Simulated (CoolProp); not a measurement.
The fluid at 445.06 K and 7.33 MPa is throttled through a valve to 5.13 MPa with no heat exchange. The same conditions are run with several fluids, on thermodynamics alone (safety and materials aside).

The numbers come from the reference Helmholtz-energy equation of state of each fluid (octamethylcyclotetrasiloxane (D4): Thol 2015; n-undecane: Aleksandrov 2011; n-decane: Lemmon 2006; tetradecamethylhexasiloxane (MD4M): Thol 2019; hexamethyldisiloxane (MM): Thol 2016) in CoolProp.

```tsv
fluid	temperature change (K)	final density (kg/m³)
octamethylcyclotetrasiloxane (D4)	+0.5	…
n-undecane	…	…
n-decane	+0.5	…
tetradecamethylhexasiloxane (MD4M)	…	…
hexamethyldisiloxane (MM)	…	606
```

Problem. Some entries are withheld; supply them.

Solution. 
- octamethylcyclotetrasiloxane (D4), final density (kg/m³): 793
- n-undecane, temperature change (K): +0.6
- n-undecane, final density (kg/m³): 630
- n-decane, final density (kg/m³): 616
- tetradecamethylhexasiloxane (MD4M), temperature change (K): +0.7
- tetradecamethylhexasiloxane (MD4M), final density (kg/m³): 757
- hexamethyldisiloxane (MM), temperature change (K): +0.2
